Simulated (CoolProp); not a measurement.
Vapour-liquid equilibrium of dimethyl ether (1) + R236EA (2) at 0.212 MPa; x and y are mole fractions of (1).

Model: multi-fluid Helmholtz-energy mixture model, Wu 2011 and Rui 2013; pair parameters Bell 2016, in CoolProp.

Problem. Give the bubble temperature and the first vapour's composition at x = 0.05, 0.5, 0.65. Is there an azeotrope?

Solution. x = 0.05: 298.7 K, y = 0.059; x = 0.5: 289.2 K, y = 0.711; x = 0.65: 282.0 K, y = 0.877. No azeotrope shows between x = 0.05 and 0.95.

The pair parameters rest on a limited set of measurements; away from them the model extrapolates.
